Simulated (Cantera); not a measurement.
Stirred combustor or abatement burner

A perfectly stirred reactor is fed with CH4 : H2 : O2 : N2 = 1 : 0.17 : 3.59 : 13.5 (molar parts), equivalence ratio 0.58, at 170000 Pa; it is adiabatic with a 350 K inlet, and is followed from long to short residence time, starting on the burning branch (τ in s: 0.42, 0.14, 0.044, 0.014, 0.0046, 0.0015, 0.00048, 0.00016, 5.1e-05, 1.6e-05).

Computed with Cantera and GRI-Mech 3.0 (53 species, 325 reactions).

```json
[
 {"τ (s)": "0.42", "T (K)": "1679", "x CH4": "4.92e-6", "x H2": "2.02e-5", "x O2": "0.0827", "x H2O2": "5.38e-8", "x C2H6": "1.83e-10"},
 {"τ (s)": "0.14", "T (K)": "1677", "x CH4": "1.02e-5", "x H2": "3.94e-5", "x O2": "0.0827", "x H2O2": "8.56e-8", "x C2H6": "5.99e-10"},
 {"τ (s)": "0.044", "T (K)": "1674", "x CH4": "2.17e-5", "x H2": "8.30e-5", "x O2": "0.0828", "x H2O2": "1.43e-7", "x C2H6": "1.78e-9"},
 {"τ (s)": "0.014", "T (K)": "1667", "x CH4": "4.55e-5", "x H2": "0.000175", "x O2": "0.0830", "x H2O2": "2.35e-7", "x C2H6": "4.75e-9"},
 {"τ (s)": "0.0046", "T (K)": "1654", "x CH4": "9.45e-5", "x H2": "0.000361", "x O2": "0.0834", "x H2O2": "3.76e-7", "x C2H6": "1.20e-8"},
 {"τ (s)": "0.0015", "T (K)": "1628", "x CH4": "0.000208", "x H2": "0.000734", "x O2": "0.0845", "x H2O2": "6.03e-7", "x C2H6": "3.36e-8"},
 {"τ (s)": "0.00048", "T (K)": "1569", "x CH4": "0.000557", "x H2": "0.00150", "x O2": "0.0878", "x H2O2": "1.03e-6", "x C2H6": "1.61e-7"},
 {"τ (s)": "0.00016", "T (K)": "350", "x CH4": "0.0548", "x H2": "0.00931", "x O2": "0.197", "x H2O2": "<1e-12", "x C2H6": "<1e-12"},
 {"τ (s)": "5.1e-5", "T (K)": "350", "x CH4": "0.0548", "x H2": "0.00931", "x O2": "0.197", "x H2O2": "<1e-12", "x C2H6": "<1e-12"},
 {"τ (s)": "1.6e-5", "T (K)": "350", "x CH4": "0.0548", "x H2": "0.00931", "x O2": "0.197", "x H2O2": "<1e-12", "x C2H6": "<1e-12"}
]
```
x: mole fraction; the columns are a selection and need not sum to one.
